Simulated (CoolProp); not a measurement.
Model: reference Helmholtz-energy equation of state, Zhou 2014, in CoolProp.

Problem. For cyclohexane, give the phase and the cv (kJ/(kg K)), speed of sound (m/s), Joule-Thomson coefficient (K/MPa), isothermal compressibility (1/MPa) at 620 K and 1290 kPa; 620 K and 5990 kPa; 620 K and 40800 kPa.

Solution. 
- 620 K and 1290 kPa: gas; cv 2.67, speed of sound 234, Joule-Thomson coefficient 4.60, isothermal compressibility 0.844
- 620 K and 5990 kPa: supercritical; cv 2.80, speed of sound 155, Joule-Thomson coefficient 7.28, isothermal compressibility 0.322
- 620 K and 40800 kPa: supercritical; cv 2.75, speed of sound 672, Joule-Thomson coefficient -0.117, isothermal compressibility 0.00450
